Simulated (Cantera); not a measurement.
An adiabatic, constant-volume homogeneous reactor starts with H2 : O2 : N2 = 1 : 1.06 : 4 (molar parts), at 1498 K and 500000 Pa. Integrator tolerance rtol = 1e-08.

Computed with Cantera and GRI-Mech 3.0 (53 species, 325 reactions). The hydrogen kinetics of GRI-Mech 3.0 are dated; newer H2 mechanisms differ, most at raised pressure.

Question: What does this change do: constant pressure in place of constant volume?

Answer: 
| quantity | before | after |
|---|---|---|
| time of steepest temperature rise | 2.97 µs | 3.01 µs |
| temperature at 1.00 s | 2712 K | 2537 K |
| equilibrium temperature | 2712 K | 2537 K |
| x(H2) at 1.00 s | 0.00303 (gas-phase equilibrium 0.00303) | 0.00183 (gas-phase equilibrium 0.00183) |
| x(O2) at 1.00 s | 0.0858 (gas-phase equilibrium 0.0858) | 0.0896 (gas-phase equilibrium 0.0896) |
| x(N2O) at 1.00 s | 3.00e-6 (gas-phase equilibrium 3.00e-6) | 1.79e-6 (gas-phase equilibrium 1.79e-6) |
| x(HO2) at 1.00 s | 2.67e-5 (gas-phase equilibrium 2.67e-5) | 1.62e-5 (gas-phase equilibrium 1.62e-5) |
| x(H2O2) at 1.00 s | 1.52e-6 (gas-phase equilibrium 1.52e-6) | 8.72e-7 (gas-phase equilibrium 8.72e-7) |
| x(NO2) at 1.00 s | 2.63e-5 (gas-phase equilibrium 2.63e-5) | 1.90e-5 (gas-phase equilibrium 1.90e-5) |

Question: What does this change do: initial temperature 1498 to 1800 K?

Answer: 
```tsv
quantity	before	after
time of steepest temperature rise	2.97 µs	1.34 µs
temperature at 1.00 s	2712 K	2869 K
equilibrium temperature	2712 K	2869 K
x(H2) at 1.00 s	0.00303 (gas-phase equilibrium 0.00303)	0.00579 (gas-phase equilibrium 0.00579)
x(O2) at 1.00 s	0.0858 (gas-phase equilibrium 0.0858)	0.0813 (gas-phase equilibrium 0.0813)
x(N2O) at 1.00 s	3.00e-6 (gas-phase equilibrium 3.00e-6)	3.42e-6 (gas-phase equilibrium 3.42e-6)
x(HO2) at 1.00 s	2.67e-5 (gas-phase equilibrium 2.67e-5)	3.36e-5 (gas-phase equilibrium 3.36e-5)
x(H2O2) at 1.00 s	1.52e-6 (gas-phase equilibrium 1.52e-6)	1.73e-6 (gas-phase equilibrium 1.73e-6)
x(NO2) at 1.00 s	2.63e-5 (gas-phase equilibrium 2.63e-5)	2.56e-5 (gas-phase equilibrium 2.56e-5)
```
